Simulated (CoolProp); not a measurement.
Vapour pressure (bar) of CHF3 (R23): the reference equation beside estimates from Tc = 299.3 K, pc = 48.32 bar, ω = 0.263.

The numbers come from the reference Helmholtz-energy equation of state, Penoncello 2003 in CoolProp.

```
T (K)  reference  Lee-Kesler  van der Waals  Redlich-Kwong  Soave-Redlich-Kwong  Peng-Robinson
-----  ---------  ----------  -------------  -------------  -------------------  -------------
167       0.1980      0.1871          2.724         0.4422               0.1901         0.1980
178.8     0.4690      0.4526          4.094         0.9453               0.4567         0.4675
190.5     0.9767      0.9587          5.854          1.792               0.9620         0.9723
202.3      1.856       1.845          8.082          3.122                1.845          1.847
214        3.240       3.249          10.78          5.041                3.247          3.229
225.8      5.328       5.369          14.04          7.712                5.374          5.320
237.6      8.306       8.382          17.87          11.25                8.417          8.312
249.3      12.35       12.45          22.27          15.73                12.55          12.39
261.1      17.76       17.88          27.33          21.34                18.09          17.86
272.9      24.78       24.89          33.04          28.17                25.22          24.96
```

Absolute difference from the reference over all 10 rows, mean and median: Lee-Kesler 1.5 and 0.8 %, van der Waals 356.2 and 198.1 %, Redlich-Kwong 57.4 and 50.2 %, Soave-Redlich-Kwong 1.6 and 1.6 %, Peng-Robinson 0.3 and 0.3 %.
